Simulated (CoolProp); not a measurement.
n-pentane along the isotherm 620 K: fugacity coefficient from the reference equation and from simpler models built on Tc = 469.7 K, pc = 33.68 bar, ω = 0.251; each cubic takes its own stable root.

Computed with CoolProp (reference Helmholtz-energy equation of state, Thol 2019).

```json
[
 {"p (bar)": "6.31", "phase": "gas", "reference": "0.9764", "van der Waals": "0.9725", "Redlich-Kwong": "0.9726", "Soave-Redlich-Kwong": "0.9777", "Peng-Robinson": "0.9727"},
 {"p (bar)": "12.6", "phase": "gas", "reference": "0.9534", "van der Waals": "0.9455", "Redlich-Kwong": "0.9459", "Soave-Redlich-Kwong": "0.9560", "Peng-Robinson": "0.9464"},
 {"p (bar)": "18.9", "phase": "gas", "reference": "0.9310", "van der Waals": "0.9187", "Redlich-Kwong": "0.9199", "Soave-Redlich-Kwong": "0.9350", "Peng-Robinson": "0.9210"},
 {"p (bar)": "25.3", "phase": "gas", "reference": "0.9088", "van der Waals": "0.8917", "Redlich-Kwong": "0.8941", "Soave-Redlich-Kwong": "0.9142", "Peng-Robinson": "0.8963"},
 {"p (bar)": "31.6", "phase": "gas", "reference": "0.8875", "van der Waals": "0.8656", "Redlich-Kwong": "0.8694", "Soave-Redlich-Kwong": "0.8944", "Peng-Robinson": "0.8729"},
 {"p (bar)": "37.9", "phase": "supercritical", "reference": "0.8668", "van der Waals": "0.8398", "Redlich-Kwong": "0.8455", "Soave-Redlich-Kwong": "0.8752", "Peng-Robinson": "0.8505"},
 {"p (bar)": "44.2", "phase": "supercritical", "reference": "0.8467", "van der Waals": "0.8143", "Redlich-Kwong": "0.8223", "Soave-Redlich-Kwong": "0.8568", "Peng-Robinson": "0.8291"},
 {"p (bar)": "50.5", "phase": "supercritical", "reference": "0.8272", "van der Waals": "0.7894", "Redlich-Kwong": "0.7999", "Soave-Redlich-Kwong": "0.8390", "Peng-Robinson": "0.8087"}
]
```
